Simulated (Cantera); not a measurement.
Charge: 1 mol SiO2, 0.87 mol F2, 0.82 mol N2, 2.4 mol HF, held at 3.90 Pa.

These are equilibrium values from Cantera (NASA tables, ideal gas, pure condensed phases), not measurements of a reactor. Candidate condensed phases: H2O, Si, SiO2, Si2N2O, Si3N4; 58 gas species. The tables hold silica as quartz up to 1696 K and as liquid above; real silica turns to tridymite and cristobalite and melts near 1996 K. Equilibrium is a limit: real reactors are often held back by kinetics, nucleation or transport.

What share of the Si ends up in condensed phases as a function of T (°C), at 427, 627, 827, 1027, 1227, 1427, 1627?


| T (°C) | Si condensed (%) | as |
|---|---|---|
| 427 | 38.1 | SiO2(α-quartz) |
| 627 | 51.7 | SiO2(β-quartz) |
| 827 | 55.0 | SiO2(β-quartz) |
| 1027 | 55.9 | SiO2(β-quartz) |
| 1227 | 56.2 | SiO2(β-quartz) |
| 1427 | 56.2 | SiO2(condensed) |
| 1627 | 45.8 | SiO2(condensed) |
